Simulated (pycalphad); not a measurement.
All values are pycalphad results on the COST 507 light-alloy database (1999) (1 atm), not direct measurements. These are 1990s assessments: newer ones move some temperatures and phases. The system is extrapolated from its subsystems; higher-order compounds may be missing. Phase fractions are per mole of atoms.

Question: Give the equilibrium state of Mg-12.34Si-5.525Al-3.378Cu (wt.%) at 700 K.

Answer: 
```
T = 700.00 K, P = 101325 Pa, N = 1 mol of atoms
G = -34513 J/mol, H = 2725 J/mol, S = 53.20 J/(mol K)  (SER reference)
chemical potentials (J/mol): Mg -28292, Si -75427, Al -35048, Cu -73418
phase             fraction      x(Mg)      x(Si)      x(Al)      x(Cu)
HCP_A3              0.6198     0.9431   3.96e-07     0.0568   1.02e-05
MG2SI               0.3348     0.6667     0.3333       none       none
LAVES_C36           0.0454     0.3338       none     0.3692     0.2971
```

Question: Give the equilibrium state of Mg-12.34Si-5.525Al-3.378Cu (wt.%) at 600 K.

Answer: HCP_A3, fraction 0.593, with <0.01 Si, 3.8 Al, <0.01 Cu wt.%; MG2SI, fraction 0.335, with 36.6 Si, no Al, no Cu wt.%; QPHASE, fraction 0.072, with no Si, 36.0 Al, 36.3 Cu wt.%.

Database names, with the compositions (at.%) that they take in these runs: MG2SI: Mg 67 Si 33; LAVES_C36: Al 36 Mg 33 Cu 30; QPHASE: Al 44 Mg 38 Cu 19. HCP_A3 is hcp. An entry "none" or "no" means that the model of the phase leaves that element out.
